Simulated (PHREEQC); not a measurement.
0.23 g of hydrous ferric oxide (600 m²/g; 0.2 weak and 0.005 strong sites per Fe, Dzombak-Morel constants, diffuse double layer) in 1 kg of water with 0.005 mol/kgw of an inert sodium salt and 0.058 mmol/kgw SrCl2, at 25 °C; the pH is set by adding NaOH or the inert anion's acid. O2 is buffered at 0.21 atm. CO2 from the air is kept out. Nothing may precipitate in this run.

Model: ion-association model, wateq4f.dat, run in PHREEQC.

```
pH    Sr sorbed (%)  surface charge σ (C/m²)  surface potential ψ (mV)
----  -------------  -----------------------  ------------------------
4               0.0                    0.185                       193
4.5             0.0               (withheld)                       177
5               0.0                    0.092                       158
5.5             0.0                    0.060                       137
6.5             0.1                    0.023                        88
7               0.6                    0.013                        62
7.5             3.9               (withheld)                        35
8              13.5                    0.002                         9
8.5            23.7               (withheld)                       -17
9              43.4                   -0.008                       -42
9.5            79.0                   -0.014                       -65
10.5           99.5                   -0.039                      -113
11             99.9                   -0.064                      -135
11.5          100.0                   -0.107                      -153
12            100.0                   -0.176                      -162
```

### Question
Complete the blanks.

### Answer

- 4.5, surface charge σ (C/m²): 0.133
- 7.5, surface charge σ (C/m²): 0.006
- 8.5, surface charge σ (C/m²): -0.003
